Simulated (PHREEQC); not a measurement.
**Buffer (model solution)**

A solution holds 31 mmol/kgw H3PO4, 40 mmol/kgw K2HPO4 and 120 mmol/kgw NaCl, at 25 °C. Closed to the air; pH follows from the charge balance.

Equilibrium calculation in PHREEQC: ion-association model, wateq4f.dat.

Precipitation was switched off in this run.

Task: Estimate the pH, activity of water, ionic strength.

Result: pH 5.92; activity of water 0.993; ionic strength 0.207 mol/kgw.

Task: In which forms is P present?

Result: H2PO4- 87 %, HPO4-2 11 %, NaHPO4- 0.8 % of the P.

H3PO4, which wateq4f.dat lacks, is added to it with the constant of phreeqc.dat.
